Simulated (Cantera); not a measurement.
A closed system holds: 1 mol C2H6, 16 mol H2, held at 1273.15 K and 0.133 bar.

These are equilibrium values from Cantera (NASA tables, ideal gas, pure condensed phases), not measurements of a reactor. Candidate condensed phases: C, C6H6, C7H8, C8H18; 76 gas species. The numbers say what is thermodynamically allowed, not how fast it happens.

Task: What is the equilibrium state?

Result: 
```
Property           Result
--------------  ---------
x(H2)               0.999
x(CH4)            0.00125
x(H)              1.96e-6
n(C(graphite))   1.98 mol
gas amount      18.98 mol
```
